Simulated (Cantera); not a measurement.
Input: 1 mol FeCl3, 0.36 mol HCl, a varied amount of N2, equilibrated at 377 °C and 0.130 Pa.

Method: chemical equilibrium by Gibbs-energy minimisation in Cantera with the NASA 1993 tables (ideal gas, pure condensed phases). Candidate condensed phases: Fe, FeCl2, FeCl3, NH4Cl; 18 gas species. Kinetics and transport are ignored.

log p: log10 of the partial pressure in bar; nothing condenses.

| n(N2) (mol) | log p N2 | log p FeCl3 | log p HCl | log p FeCl2 |
|---|---|---|---|---|
| 50 | -5.90 | -7.63 | -8.04 | -8.70 |
| 65 | -5.90 | -7.75 | -8.15 | -8.78 |
| 84 | -5.89 | ? | ? | ? |
| 110 | -5.89 | -7.98 | -8.38 | -8.93 |
| 140 | -5.89 | -8.09 | -8.48 | -9.00 |
| 180 | -5.89 | ? | ? | ? |
| 240 | -5.89 | -8.33 | -8.71 | -9.16 |
| 310 | -5.89 | -8.44 | -8.82 | -9.24 |

Task: Fill in the missing entries.

Result: 
- 84, log p FeCl3: -7.86
- 84, log p HCl: -8.26
- 84, log p FeCl2: -8.85
- 180, log p FeCl3: -8.20
- 180, log p HCl: -8.59
- 180, log p FeCl2: -9.08
